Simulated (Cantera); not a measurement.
Equilibrium for tantalum, niobium, vanadium and zirconium in process gases: Nb + H₂O + H₂

Charge: 1 mol Nb, 5 mol H₂O, 4.1 mol H₂, equilibrated at 1000 Pa.

Method: chemical equilibrium by Gibbs-energy minimisation in Cantera with the NASA 1993 tables (ideal gas, pure condensed phases). Candidate condensed phases: H₂O, Nb, NbO, NbO₂, Nb₂O₅; 12 gas species. Condensed phases not in the tables: the oxides between NbO₂ and Nb₂O₅. Equilibrium is a limit: real reactors are often held back by kinetics, nucleation or transport.

From 898 K to 1648 K the condensed part is Nb₂O₅(s). From 1798 K to 2398 K the condensed part is Nb₂O₅(l). From 2548 K to 2848 K nothing is condensed.

```csv
T (K),x H₂,x H,x H₂O,x NbO₂,x O,x OH,n Nb₂O₅(s),n Nb₂O₅(l)
898,0.725,9.32e-10,0.275,<1e-12,<1e-12,<1e-12,0.500,0
1048,0.725,6.58e-8,0.275,<1e-12,<1e-12,7.85e-11,0.500,0
1198,0.725,1.62e-6,0.275,<1e-12,<1e-12,4.85e-9,0.500,0
1348,0.725,1.97e-5,0.275,1.35e-11,3.05e-12,1.20e-7,0.500,0
1498,0.725,0.000146,0.275,2.88e-9,2.75e-10,1.57e-6,0.500,0
1648,0.725,0.000758,0.275,2.25e-7,1.10e-8,1.29e-5,0.500,0
1798,0.723,0.00299,0.274,8.09e-6,2.40e-7,7.47e-5,0,0.500
1948,0.717,0.00957,0.273,0.000126,3.26e-6,0.000330,0,0.499
2098,0.702,0.0258,0.270,0.00128,3.09e-5,0.00118,0,0.494
2248,0.663,0.0598,0.264,0.00911,0.000222,0.00357,0,0.457
2398,0.567,0.119,0.256,0.0471,0.00138,0.00981,0,0.257
2548,0.447,0.207,0.228,0.0863,0.00696,0.0231,0,0
2698,0.356,0.337,0.162,0.0769,0.0236,0.0392,0,0
2848,0.254,0.487,0.0830,0.0651,0.0559,0.0467,0,0
```
x: gas mole fraction; n: condensed amount in mol.
